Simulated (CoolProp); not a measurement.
Vapour-liquid equilibrium of CH2F2 (R32) (1) + R236EA (2) at 0.976 MPa; x and y are mole fractions of (1).

Model: multi-fluid Helmholtz-energy mixture model, Tillner-Roth 1997 and Rui 2013; pair parameters Bell 2016, in CoolProp.

| x | bubble temperature, mixture model (K) | bubble temperature, Raoult's law (K) | y, mixture model | y, Raoult's law |
|---|---|---|---|---|
| 0.05 | ? | 342.7 | 0.150 | 0.247 |
| 0.2 | ? | 322.5 | 0.497 | 0.634 |
| 0.35 | ? | 309.0 | ? | 0.803 |
| 0.5 | 303.7 | 299.2 | ? | 0.891 |
| 0.65 | 294.5 | 291.6 | ? | 0.942 |
| 0.8 | 287.0 | 285.5 | 0.962 | 0.973 |
| 0.95 | 280.8 | 280.5 | 0.993 | 0.995 |

Question: Some entries are withheld; supply them.

Answer: 
- 0.05, bubble temperature, mixture model (K): 346.1
- 0.2, bubble temperature, mixture model (K): 329.3
- 0.35, bubble temperature, mixture model (K): 315.2
- 0.35, y, mixture model: 0.712
- 0.5, y, mixture model: 0.840
- 0.65, y, mixture model: 0.915

The largest gap from Raoult's law is +6.8 K in bubble temperature, at x = 0.2. No azeotrope shows between x = 0.05 and 0.95.

Pair parameters are fitted to limited data, so mixtures are less certain than the pure fluids.
